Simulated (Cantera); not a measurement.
Cantera with NASA thermochemical tables; ideal gases at 1 bar, condensed phases pure. Values are per mole of reaction as written; species without (g) are pure solids or liquids, kept so even where they would boil at 1 bar.

10 H2O(g) + 2 P2(g) = 10 H2(g) + P4O10, with ΔH° = -878.9 kJ and ΔS° = -788.3 J/K at 300 K.

Problem. How far is the shortcut ΔG° ≈ ΔH°(300 K) − T·ΔS°(300 K) from the full temperature-dependent value at 525, 550, 575, 600, 625, 650, 675 K?

Solution. 
```tsv
T (K)	shortcut (kJ)	full (kJ)	difference (kJ)	difference in log10 K
525	-465.0	-473.9	8.9	-0.88
550	-445.3	-456.3	11.0	-1.04
575	-425.6	-438.8	13.3	-1.20
600	-405.9	-421.6	15.7	-1.37
625	-386.2	-404.6	18.4	-1.54
650	-366.5	-387.8	21.3	-1.71
675	-346.7	-371.2	24.4	-1.89
```
The shortcut ignores the heat-capacity change of the reaction.
